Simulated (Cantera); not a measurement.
An adiabatic, constant-volume homogeneous reactor starts with 34.2 % CO, 2.05 % H₂, 10.1 % O₂, 38.0 % N₂, 15.7 % CO₂, equivalence ratio 1.8, at 1550 K and 1000000 Pa.

Detailed kinetics in Cantera: GRI-Mech 3.0 (53 species, 325 reactions). The hydrogen kinetics of GRI-Mech 3.0 are dated; newer H2 mechanisms differ, most at raised pressure.

Q: Predict: time of steepest temperature rise; temperature at 6.00 s; equilibrium temperature; x(CO) at 6.00 s; x(H₂) at 6.00 s; x(O₂) at 6.00 s; x(H₂O₂) at 6.00 s; x(H₂O) at 6.00 s.

A: 
```
Item                                                                Result
---------------------------------  ---------------------------------------
time of steepest temperature rise                                  4.15 µs
temperature at 6.00 s                                               2907 K
equilibrium temperature                                             2907 K
x(CO) at 6.00 s                        0.203 (gas-phase equilibrium 0.203)
x(H₂) at 6.00 s                    0.00151 (gas-phase equilibrium 0.00151)
x(O₂) at 6.00 s                    0.00918 (gas-phase equilibrium 0.00918)
x(H₂O₂) at 6.00 s                  1.09e-7 (gas-phase equilibrium 1.09e-7)
x(H₂O) at 6.00 s                     0.0183 (gas-phase equilibrium 0.0183)
```
